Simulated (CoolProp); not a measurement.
Values from CoolProp's reference Helmholtz-energy equation of state, Penoncello 2003.

**Question.** For CHF3 (R23), give the phase and the density (kg/m³), cv (kJ/(kg K)), Joule-Thomson coefficient (K/MPa), expansivity (1/kK) at -87.25 °C and 0.421 MPa; -28.55 °C and 0.421 MPa; -5.05 °C and 0.421 MPa.

**Answer.** 
- -87.25 °C and 0.421 MPa: liquid; density 1470, cv 0.714, Joule-Thomson coefficient -0.292, expansivity 2.55
- -28.55 °C and 0.421 MPa: gas; density 15.5, cv 0.582, Joule-Thomson coefficient 24.5, expansivity 5.26
- -5.05 °C and 0.421 MPa: gas; density 13.9, cv 0.592, Joule-Thomson coefficient 17.9, expansivity 4.42
